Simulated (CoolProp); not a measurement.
Methane along the isobar 26300 kPa: density (kg/m³) from the reference equation and from simpler models built on Tc = -82.6 °C, pc = 4599 kPa, ω = 0.011; each cubic takes its own stable root.

The numbers come from the reference Helmholtz-energy equation of state, Setzmann 1991 in CoolProp.

```
T (°C)           phase  reference  Redlich-Kwong  Soave-Redlich-Kwong
-------  -------------  ---------  -------------  -------------------
-147.65         liquid      426.5            ___                428.2
-109.45         liquid      379.3          378.5                377.9
-71.25   supercritical      327.2          320.2                320.2
-32.95   supercritical        ___            ___                260.1
5.25     supercritical        ___          211.8                  ___
43.55    supercritical      177.2            ___                170.4
81.75    supercritical        ___          148.7                  ___
120.05   supercritical      129.2          129.8                125.6
```

**Question.** Some entries are withheld; supply them.

**Answer.** 
- -147.65, Redlich-Kwong: 431.0
- -32.95, reference: 270.7
- -32.95, Redlich-Kwong: 261.7
- 5.25, reference: 217.8
- 5.25, Soave-Redlich-Kwong: 208.3
- 43.55, Redlich-Kwong: 174.8
- 81.75, reference: 149.1
- 81.75, Soave-Redlich-Kwong: 144.2
